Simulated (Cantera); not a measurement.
An isothermal, constant-pressure homogeneous reactor starts with N2O : O2 = 1 : 0.076 (molar parts), at 1475 K and 600 Torr. Integrator tolerance rtol = 1e-08.

Model: GRI-Mech 3.0 (53 species, 325 reactions), integrated in Cantera. GRI-Mech 3.0 was tuned for natural gas; its chemistry of N2O as a main component is partial and can be far from experiment. The temperature is held fixed by assumption; the heat of reaction is taken as removed at once.

Question: What does this change do: temperature 1475 to 1050 K?

Answer: 
```json
[
 {"quantity": "x(N2O) at 70.0 s", "before": "3.99e-6 (gas-phase equilibrium 6.37e-8)", "after": "0.244 (gas-phase equilibrium 3.95e-9)"},
 {"quantity": "x(O2) at 70.0 s", "before": "0.309 (gas-phase equilibrium 0.365)", "after": "0.277 (gas-phase equilibrium 0.365)"},
 {"quantity": "x(NO2) at 70.0 s", "before": "0.000698 (gas-phase equilibrium 8.73e-6)", "after": "0.000259 (gas-phase equilibrium 2.86e-6)"},
 {"quantity": "x(O) at 70.0 s", "before": "1.80e-6 (gas-phase equilibrium 1.95e-6)", "after": "5.64e-8 (gas-phase equilibrium 4.55e-10)"},
 {"quantity": "x(NO) at 70.0 s", "before": "0.111 (gas-phase equilibrium 0.00128)", "after": "0.0209 (gas-phase equilibrium 6.29e-5)"},
 {"quantity": "x(N2) at 70.0 s", "before": "0.579 (gas-phase equilibrium 0.634)", "after": "0.457 (gas-phase equilibrium 0.634)"}
]
```
The mechanism lacks the step 2 NO + O2 → 2 NO2, which can matter for NO2 below about 1400 K.
